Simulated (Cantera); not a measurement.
Input: 1 mol MgCO3, 0.11 mol C, 0.57 mol CO2, equilibrated at 825 K and 0.0130 bar.

Method: chemical equilibrium by Gibbs-energy minimisation in Cantera with the NASA 1993 tables (ideal gas, pure condensed phases). Candidate condensed phases: C, Mg, MgCO3, MgO; 15 gas species. Kinetics and transport are ignored.

Base state: CO2 0.869, CO 0.131 (mole fractions); condensed: MgO(s).

Q: What changes in the equilibrium state with this change: C from 0.11 to 1 mol?

A: 
```json
[
 {"species": "CO", "before": "0.131", "after": "0.707"},
 {"species": "CO2", "before": "0.869", "after": "0.293"},
 {"species": "MgO(s), mol", "before": "1.00", "after": "1.00"},
 {"species": "C(graphite), mol", "before": "0", "after": "0.141"}
]
```
